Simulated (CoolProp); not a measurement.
Vapour pressure (MPa) of carbon dioxide: the reference equation beside estimates from Tc = 304.1 K, pc = 7.377 MPa, ω = 0.224. Clausius-Clapeyron is anchored at 255.6 K with a constant enthalpy of vaporisation of 12.19 kJ/mol.

Values from CoolProp's reference Helmholtz-energy equation of state, Span 1996.

```csv
T (K),reference,Clausius-Clapeyron,Peng-Robinson
223,0.6782,0.9179,0.6739
231.2,0.9343,1.159,0.9265
239.3,1.252,1.436,1.241
247.4,1.643,1.755,1.629
255.6,2.123,2.123,2.108
263.7,2.690,2.531,2.677
271.9,3.371,2.993,3.363
280,4.161,3.498,4.160
288.2,5.093,4.060,5.103
296.3,6.165,4.666,6.181
```

Absolute difference from the reference over all 10 rows, mean and median: Clausius-Clapeyron 15.9 and 15.3 %, Peng-Robinson 0.5 and 0.6 %.
